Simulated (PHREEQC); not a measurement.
PHREEQC input (ion-association model, wateq4f.dat):

```
SOLUTION_MASTER_SPECIES
  An  An-  0  An  62.0  # stands for a non-complexing anion
SOLUTION_SPECIES
  An- = An-
    -log_k 0
    -gamma 3.0 0
PHASES
  Fix_H+
    H+ = H+
    -log_k 0
SOLUTION 1
  temp 25
  units mmol/kgw
  pH 7 charge
  S(6) 0.17
  Na 1.34
  An 1
END
SELECTED_OUTPUT 1
  -reset false
  -pH true
  -pe true
  -ionic_strength true
  -water true
  -totals Na S S(-2) S(6)
  -molalities Hfo_wOH Hfo_wOH2+ Hfo_wO- Hfo_sOH Hfo_sOH2+ Hfo_sO- Hfo_wSO4- Hfo_wOHSO4-2
  -saturation_indices Mirabilite
USER_PUNCH 1
  -headings sigma psi
  10 PUNCH EDL("sigma", "Hfo"), EDL("psi", "Hfo")
PRINT
  -reset false
USE solution 1
SURFACE 1
  Hfo_wOH 0.00404494 600 1.8
  Hfo_sOH 0.000101124
EQUILIBRIUM_PHASES 1
  Fix_H+ -4 HAn 10
    -force_equality true
  O2(g) -0.68 10
END
# ... the last block is repeated for the other 12 points of pH, with NaOH or the acid as the point needs
```

Selected output (columns that matter, 13 of 13 rows; pH added in front):

```
pH	mu	Na	S	m_Hfo_wOH	m_Hfo_wOH2+	m_Hfo_wO-	m_Hfo_sOH	m_Hfo_sOH2+	m_Hfo_sO-	m_Hfo_wSO4-	m_Hfo_wOHSO4-2	si_Mirabilite	sigma	psi
4	0.0021757	0.00134	2.2421e-09	0.0020587	0.0017611	5.5136e-05	5.3727e-05	4.5958e-05	1.4389e-06	5.1014e-05	0.00011898	-13.42	0.13058	0.19864
4.67	0.0017695	0.00134	1.398e-08	0.0025389	0.0012145	0.00012158	6.6256e-05	3.1695e-05	3.1729e-06	3.2875e-05	0.00013711	-12.611	0.072759	0.17393
5.33	0.0015593	0.00134	1.349e-07	0.0027671	0.00091661	0.00019137	7.221e-05	2.392e-05	4.9939e-06	2.4187e-05	0.00014568	-11.618	0.038296	0.14433
6	0.0014485	0.00134	1.8532e-06	0.0028678	0.00076166	0.00024736	7.4804e-05	1.9868e-05	6.4522e-06	1.9754e-05	0.00014839	-10.476	0.018868	0.11037
6.67	0.0014152	0.00134	2.5076e-05	0.0029382	0.00066387	0.00029791	7.6186e-05	1.7214e-05	7.7246e-06	1.4742e-05	0.00013018	-9.344	0.008965	0.074892
7.33	0.0014785	0.00134	0.00011666	0.0030554	0.00054053	0.00039566	7.7406e-05	1.3694e-05	1.0024e-05	4.3446e-06	4.8999e-05	-8.6789	0.0041278	0.042134
8	0.0015066	0.00134	0.00016541	0.0031014	0.00047675	0.00046219	7.7624e-05	1.1932e-05	1.1568e-05	3.2844e-07	4.2628e-06	-8.5284	0.00054266	0.0061087
8.67	0.0015294	0.0013788	0.00016976	0.0031044	0.00045362	0.00048669	7.7615e-05	1.1341e-05	1.2168e-05	1.6202e-08	2.2123e-07	-8.4933	-0.0030697	-0.032223
9.33	0.0015775	0.0014568	0.00016999	0.0031015	0.00042564	0.00051774	7.7539e-05	1.0641e-05	1.2944e-05	8.2371e-10	1.1975e-08	-8.4467	-0.008437	-0.069654
10	0.0017183	0.0016563	0.00017	0.0030877	0.00037544	0.00058175	7.7194e-05	9.3861e-06	1.4544e-05	4.1973e-11	6.8872e-10	-8.3402	-0.018894	-0.10618
10.67	0.0022322	0.0022973	0.00017	0.0030238	0.0002843	0.00073677	7.5596e-05	7.1076e-06	1.8419e-05	2.3672e-12	5.0231e-11	-8.0727	-0.041437	-0.13921
11.33	0.0043261	0.0046848	0.00017	0.0027318	0.00014655	0.0011666	6.8294e-05	3.6637e-06	2.9164e-05	1.6539e-13	6.1505e-12	-7.5054	-0.093415	-0.16383
12	0.013956	0.014957	0.00016999	0.0017302	3.0017e-05	0.0022846	4.3255e-05	7.5044e-07	5.7115e-05	1.1944e-14	1.373e-12	-6.6329	-0.20648	-0.17447
```
